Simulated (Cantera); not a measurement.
**Thermodynamics of silicon nitride deposition, feed SiF4 + NH3 + H2**

Feed: 1 mol SiF4, a varied amount of NH3, 1.4 mol H2, equilibrated at 0.710 bar.

Equilibrium computed with Cantera from the NASA thermochemical tables; the gas is ideal and each condensed phase is pure. Candidate condensed phases: Si, Si3N4; 37 gas species. The tables' values for SiF2, SiF3 are old estimates. Equilibrium is a limit: real reactors are often held back by kinetics, nucleation or transport.

Stable condensed phases:

```
T in K \ n(NH3) in mol
         0.77 0.88    1  1.2  1.4  1.6  1.8  2.1  2.4  2.8  3.2  3.7  4.3
   1900     A    A    A    A    A    A    A    A    A    A    A    A    A
   1825     A    A    A    A    A    A    A    A    A    A    A    A    A
   1750     A    A    A    A    A    A    A    A    A    A    A    A    A
   1675     A    A    A    A    A    A    A    A    A    A    A    A    A
   1600     A    A    A    A    A    A    A    A    A    A    A    A    A
   1525     A    A    A    A    A    A    A    A    A    A    A    A    A
   1450     A    A    A    A    A    A    A    A    A    A    A    A    A
   1375     A    A    A    A    A    A    A    A    A    A    A    B    B
   1300     A    A    A    A    A    A    A    A    A    B    B    B    B
   1225     A    A    A    A    A    A    A    B    B    B    B    B    B
   1150     A    A    A    A    A    A    B    B    B    B    B    B    B
   1075     A    A    A    A    A    A    B    B    B    B    B    B    B
```

A: gas only; B: Si3N4.
